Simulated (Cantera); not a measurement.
Feed: 1 mol Cr2O3, 0.65 mol H2, 4.8 mol H2O, held at 4.00 mbar.

Equilibrium computed with Cantera from the NASA thermochemical tables; the gas is ideal and each condensed phase is pure. Candidate condensed phases: Cr, Cr2O3, H2O; 13 gas species. Rates play no part.

x: gas mole fraction; n: condensed amount in mol.

| T (K) | x H2O | x H2 | x H | x OH | x O2 | x CrO2 | n Cr2O3(s) |
|---|---|---|---|---|---|---|---|
| 1698 | 0.880 | 0.119 | 0.000789 | 0.000300 | 5.30e-6 | 6.21e-7 | 1.000 |
| 1773 | 0.879 | 0.119 | 0.00155 | 0.000711 | 2.38e-5 | 3.66e-6 | 1.000 |
| 1848 | 0.877 | 0.119 | (withheld) | (withheld) | (withheld) | (withheld) | 1.000 |
| 1923 | 0.873 | 0.119 | 0.00513 | 0.00325 | 0.000336 | 8.30e-5 | 1.000 |
| 1998 | 0.864 | 0.119 | 0.00877 | 0.00631 | 0.00106 | 0.000327 | 0.999 |
| 2073 | 0.846 | 0.122 | 0.0146 | 0.0114 | 0.00288 | 0.00115 | 0.995 |
| 2148 | 0.813 | 0.129 | (withheld) | (withheld) | (withheld) | (withheld) | 0.984 |
| 2223 | 0.758 | 0.139 | 0.0378 | 0.0298 | 0.0129 | 0.0101 | 0.951 |

Question: Some entries are withheld; supply them.

Answer: 
- 1848, x H: 0.00289
- 1848, x OH: 0.00157
- 1848, x O2: 9.48e-5
- 1848, x CrO2: 1.86e-5
- 2148, x H: 0.0237
- 2148, x OH: 0.0192
- 2148, x O2: 0.00665
- 2148, x CrO2: 0.00359
